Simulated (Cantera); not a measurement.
A perfectly stirred reactor is fed with H2 : O2 : N2 = 1 : 0.312 : 1.17 (molar parts), equivalence ratio 1.6, at 5.00 bar; it is adiabatic with a 423 K inlet, and is followed from long to short residence time, starting on the burning branch (τ in s: 0.09, 0.03, 0.01, 0.0034, 0.0011, 0.00037, 0.00012, 4.2e-05, 1.4e-05, 4.6e-06).

Computed with Cantera and GRI-Mech 3.0 (53 species, 325 reactions). The hydrogen kinetics of GRI-Mech 3.0 are dated; newer H2 mechanisms differ, most at raised pressure.

x: mole fraction; the columns are a selection and need not sum to one.

```
τ (s)    T (K)   x H2      x O2     x NO      x OH    x HO2
-------  -----  -----  --------  -------  --------  -------
0.090     2310  0.172   1.08e-5  4.44e-5  0.000563  9.07e-9
0.030     2307  0.172   2.44e-5  3.97e-5  0.000638  1.79e-8
0.010     2302  0.172         ?        ?         ?        ?
0.0034    2291  0.171         ?        ?         ?        ?
0.0011    2269  0.170  0.000230  2.66e-5   0.00185  3.63e-7
0.00037   2233  0.169  0.000463  2.63e-5   0.00284  9.70e-7
0.00012   2173  0.166  0.000974  2.72e-5   0.00425  2.44e-6
4.2e-5    2085  0.163   0.00199  2.74e-5   0.00571  5.51e-6
1.4e-5    1953  0.160   0.00436  2.44e-5   0.00679  1.34e-5
4.6e-6    1768  0.164    0.0106  1.61e-5   0.00651  3.80e-5
```

Q: Fill in the missing entries.

A: 
- 0.010, x O2: 5.44e-5
- 0.010, x NO: 3.35e-5
- 0.010, x OH: 0.000821
- 0.010, x HO2: 4.44e-8
- 0.0034, x O2: 0.000112
- 0.0034, x NO: 2.88e-5
- 0.0034, x OH: 0.00118
- 0.0034, x HO2: 1.22e-7
